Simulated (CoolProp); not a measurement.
Vapour-liquid equilibrium of 1-butene (1) + n-perfluorobutane (2) at 0.732 MPa; x and y are mole fractions of (1).

Model: multi-fluid Helmholtz-energy mixture model, Lemmon 2005 and Gao 2022; pair parameters Bell 2016, in CoolProp.

### Question
Give the bubble temperature and the first vapour's composition at x = 0.05, 0.65, 0.875. Is there an azeotrope?

### Answer
x = 0.05: 330.1 K, y = 0.116; x = 0.65: 313.3 K, y = 0.593; x = 0.875: 315.1 K, y = 0.637. y crosses x between x = 0.575 and 0.65: the model has an azeotrope there.

The pair parameters rest on a limited set of measurements; away from them the model extrapolates. With so large a gap from Raoult's law the liquid may split in two, which this calculation doesn't test in full.
